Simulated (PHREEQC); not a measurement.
0.044 g of hydrous ferric oxide (600 m²/g; 0.2 weak and 0.005 strong sites per Fe, Dzombak-Morel constants, diffuse double layer) in 1 kg of water with 0.01 mol/kgw of an inert sodium salt, at 25 °C; the pH is set by adding NaOH or the inert anion's acid. O2 is buffered at 0.21 atm. CO2 from the air is kept out. Nothing may precipitate in this run.

Computed with PHREEQC (ion-association model, wateq4f.dat).

| pH | surface charge σ (C/m²) | surface potential ψ (mV) |
|---|---|---|
| 4 | 0.216 | 185 |
| 4.5 | 0.160 | 170 |
| 5 | 0.113 | 152 |
| 5.5 | 0.077 | 132 |
| 6 | 0.049 | 110 |
| 6.5 | 0.030 | 86 |
| 7 | 0.017 | 61 |
| 7.5 | 0.008 | 34 |
| 8 | 0.001 | 6 |
| 8.5 | -0.005 | -22 |
| 9 | -0.013 | -49 |
| 9.5 | -0.024 | -75 |
| 10 | -0.040 | -100 |
| 10.5 | -0.064 | -123 |
| 11 | -0.099 | -143 |
| 11.5 | -0.151 | -159 |
| 12 | -0.229 | -168 |
